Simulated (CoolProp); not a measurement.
Vapour-liquid equilibrium of C3F8 (R218) (1) + c-C4F8 (RC318) (2) at 808 kPa; x and y are mole fractions of (1).

Model: multi-fluid Helmholtz-energy mixture model, Lemmon 2006 and Platzer 1990; pair parameters Bell 2016, in CoolProp. This equation is an older, rougher fit; its heat capacities, sound speeds and derivatives of the liquid may be far off and weren't checked against measurements.

### Question
Give the bubble temperature and the first vapour's composition at x = 0.05, 0.125, 0.2. Is there an azeotrope?

### Answer
x = 0.05: 57.7 °C, y = 0.065; x = 0.125: 56.2 °C, y = 0.169; x = 0.2: 54.2 °C, y = 0.277. No azeotrope shows between x = 0.05 and 0.95.

Pair parameters are fitted to limited data, so mixtures are less certain than the pure fluids.
